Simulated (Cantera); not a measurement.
Charge: 1 mol Fe3O4, 4.3 mol CH4, 0.53 mol CO, at 2250 K and 0.000150 bar.

Equilibrium computed with Cantera from the NASA thermochemical tables; the gas is ideal and each condensed phase is pure. Candidate condensed phases: C, C6H6, C7H8, C8H18, Fe, Fe(CO)5, FeO, Fe(OH)2, Fe(OH)3, Fe2O3, Fe3O4, H2O; 114 gas species. Rates play no part.

Base state: H 0.323, H2 0.284, CO 0.235, Fe 0.156, C2H2 (acetylene) 0.000952, C3 4.33e-5, C2H 4.29e-5, C 2.43e-5 (mole fractions); condensed: C(graphite).

Problem. What changes in the equilibrium state with this change: CH4 from 4.3 to 2.3 mol?

Solution. 
```
species           before    after
----------------  ------  -------
H                  0.323    0.247
Fe                 0.156    0.240
CO                 0.235    0.212
H2                 0.284    0.166
H2O                <1e-9   0.0757
CO2                <1e-9   0.0178
O                  <1e-9   0.0174
OH                 <1e-9   0.0169
FeO                <1e-9  0.00371
O2                 <1e-9  0.00332
C(graphite), mol   0.258        0
```

Problem. What changes in the equilibrium state with this change: CH4 from 4.3 to 2.1 mol?

Solution. 
```json
[
 {"species": "Fe", "before": "0.156", "after": "0.253"},
 {"species": "H", "before": "0.323", "after": "0.234"},
 {"species": "CO", "before": "0.235", "after": "0.205"},
 {"species": "H2", "before": "0.284", "after": "0.149"},
 {"species": "H2O", "before": "<1e-9", "after": "0.0850"},
 {"species": "O", "before": "<1e-9", "after": "0.0217"},
 {"species": "CO2", "before": "<1e-9", "after": "0.0214"},
 {"species": "OH", "before": "<1e-9", "after": "0.0201"},
 {"species": "O2", "before": "<1e-9", "after": "0.00519"},
 {"species": "FeO", "before": "<1e-9", "after": "0.00490"},
 {"species": "C2H2 (acetylene)", "before": "0.000952", "after": "<1e-9"},
 {"species": "C3", "before": "4.33e-5", "after": "<1e-9"},
 {"species": "C2H", "before": "4.29e-5", "after": "<1e-9"},
 {"species": "C(graphite), mol", "before": "0.258", "after": "0"}
]
```
